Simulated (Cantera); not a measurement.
## Low-pressure radical oxidation in H2/O2

A perfectly stirred reactor is fed with 1.57 % H₂, 98.4 % O₂, equivalence ratio 0.0080, at 0.0132 atm; it is held at 1375 K, and followed from long to short residence time.

Detailed kinetics in Cantera: GRI-Mech 3.0 (53 species, 325 reactions). Radical loss at walls, strong at low pressure, is not modelled.

```
τ (s)       x H₂   x O₂       x H   x H₂O₂   x H₂O      x O
------  --------  -----  --------  -------  ------  -------
0.90     4.93e-5  0.979  0.000131  1.26e-8  0.0152  0.00424
0.39     7.65e-5  0.977  0.000237  1.47e-8  0.0149  0.00628
0.16    0.000120  0.975  0.000387  1.66e-8  0.0147  0.00865
0.070   0.000186  0.973  0.000532  1.81e-8  0.0144   0.0105
0.030   0.000315  0.971  0.000661  2.01e-8  0.0141   0.0117
0.013   0.000581  0.971  0.000772  2.31e-8  0.0137   0.0120
0.0054   0.00118  0.971  0.000884  2.83e-8  0.0128   0.0115
0.0023   0.00243  0.972  0.000961  3.48e-8  0.0113   0.0102
```
x: mole fraction; the columns are a selection and need not sum to one.
